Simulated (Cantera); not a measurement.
An adiabatic, constant-volume homogeneous reactor starts with 5.73 % CH4, 19.8 % O2, 74.5 % N2, equivalence ratio 0.58, at 975 K and 18000 Torr.

Model: GRI-Mech 3.0 (53 species, 325 reactions), integrated in Cantera. The pressure lies above the range GRI-Mech 3.0 was tuned for (to about 10 atm). Below about 1000 K GRI-Mech 3.0 lacks low-temperature oxidation paths.

One state of this run: T (K) = 2443; P (bar) = 60.2; x CH4 = <1e-12; x O2 = 0.0762; x C2H = <1e-12; x C2H4 = <1e-12; x OH = 0.00356; x H = 3.88e-5; x CH2 = <1e-12. x: mole fraction; the columns are a selection and need not sum to one.

### Question
Which value of t (s) does it belong to?
(A) 4.72e-5
(B) 0.618
(C) 0.00111
(D) 0.000229

### Answer
B, 0.618
